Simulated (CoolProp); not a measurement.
Vapour-liquid equilibrium of dimethyl ether (1) + n-butane (2) at -31.15 °C; x and y are mole fractions of (1).

Values from CoolProp's multi-fluid Helmholtz-energy mixture model, Wu 2011 and Bücker 2006; pair parameters Bell 2016.

Give the bubble pressure and the first vapour's composition at x = 0.2, 0.275, 0.5. Is there an azeotrope?

x = 0.2: 0.04510 MPa, y = 0.511; x = 0.275: 0.05016 MPa, y = 0.592; x = 0.5: 0.06138 MPa, y = 0.741. No azeotrope shows between x = 0.05 and 0.95.

Pair parameters are fitted to limited data, so mixtures are less certain than the pure fluids.
